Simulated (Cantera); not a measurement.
A closed system holds: 1 mol Fe(CO)5, 93 mol H2, 3.5 mol CO, equilibrated at 1048.15 K and 32.0 mbar.

These are equilibrium values from Cantera (NASA tables, ideal gas, pure condensed phases), not measurements of a reactor. Candidate condensed phases: C, C6H6, C7H8, C8H18, Fe, Fe(CO)5, FeO, Fe(OH)2, Fe(OH)3, Fe2O3, Fe3O4, H2O; 114 gas species. Rates play no part.

Base state: H2 0.915, CO 0.0829, CH4 0.000886, H2O 0.000800, CO2 8.59e-5 (mole fractions); condensed: Fe(α).

Question: What changes in the equilibrium state with this change: pressure from 32.0 mbar to 1.00 bar?

Answer: 
| species | before | after |
|---|---|---|
| H2 | 0.915 | 0.891 |
| CO | 0.0829 | 0.0629 |
| CH4 | 0.000886 | 0.0229 |
| H2O | 0.000800 | 0.0211 |
| CO2 | 8.59e-5 | 0.00177 |
| Fe(α), mol | 1.00 | 1.00 |

Question: What changes in the equilibrium state with this change: Fe(CO)5 replaced by Pb?

Answer: 
```
species       before     after
----------  --------  --------
H2             0.915     0.962
CO            0.0829    0.0356
Pb                 0   0.00140
CO2          8.59e-5   2.56e-5
CH4         0.000886  0.000607
H2O         0.000800  0.000581
Fe(α), mol      1.00         0
Pb(l), mol         0     0.865
```
Further candidate phases: Pb, PbO, PbO2, Pb3O4.
